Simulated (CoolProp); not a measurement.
Saturation properties of n-decane (Tc = 344.5 °C, pc = 2.101 MPa, ω = 0.488).

Computed with CoolProp (reference Helmholtz-energy equation of state, Lemmon 2006). It is a short technical equation, of lower accuracy than the large ones.

| T (°C) | p (MPa) | liquid density (kg/m³) | liquid cp (kJ/(kg K)) | vapour Z | surface tension (mN/m) |
|---|---|---|---|---|---|
| 7.95 | 5.097e-5 | 739.7 | 2.131 | 0.9998 | 25.0 |
| 27.85 | 0.0002217 | 724.2 | … | 0.9993 | 23.1 |
| 47.65 | 0.0007692 | 708.8 | 2.279 | 0.9983 | 21.3 |
| 67.45 | 0.002237 | 693.3 | 2.358 | … | 19.5 |
| 87.25 | 0.005631 | 677.6 | 2.440 | 0.9921 | 17.7 |
| 107.15 | 0.01264 | 661.5 | 2.523 | 0.9856 | 15.9 |
| 126.95 | … | 645.2 | 2.607 | 0.9760 | 14.2 |
| 146.75 | 0.04778 | 628.3 | 2.692 | 0.9625 | 12.6 |
| 166.65 | 0.08347 | 610.7 | 2.779 | 0.9444 | 11.0 |

Complete the blanks.


- 27.85, liquid cp (kJ/(kg K)): 2.203
- 67.45, vapour Z: 0.9960
- 126.95, p (MPa): 0.02560

It boils at 174.1 °C under 1 atm.

Surface tension comes from a separate correlation (Mulero 2012).
